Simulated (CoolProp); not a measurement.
Properties of ethanol along the isotherm 580.5 K.

Model: reference Helmholtz-energy equation of state, Schroeder 2014, in CoolProp.

| p (MPa) | phase | cp (kJ/(kg K)) | Joule-Thomson coefficient (K/MPa) | Prandtl number | fugacity coefficient |
|---|---|---|---|---|---|
| 0.198 | gas | 2.318 | 5.789 | 0.813 | 0.9948 |
| 0.376 | gas | 2.335 | 5.799 | 0.815 | 0.9900 |
| 0.712 | gas | 2.367 | 5.818 | 0.818 | 0.9812 |
| 1.35 | gas | 2.431 | 5.857 | 0.826 | 0.9644 |
| 2.56 | gas | 2.570 | 5.941 | 0.845 | 0.9328 |
| 4.85 | gas | 2.922 | 6.152 | 0.906 | 0.8732 |
| 9.2 | supercritical | 4.383 | 6.472 | 1.24 | 0.7584 |
| 17.4 | supercritical | 5.431 | 1.940 | 2.04 | 0.5614 |
| 33.1 | supercritical | 4.374 | 0.4156 | 2.24 | 0.4140 |
| 62.7 | supercritical | 3.943 | 0.02436 | 2.41 | 0.3669 |

The peak of cp marks the crossing from liquid-like to gas-like fluid above the critical point.

Viscosity comes from a separate model (Kiselev 2005). Thermal conductivity comes from a separate model (Assael 2013).
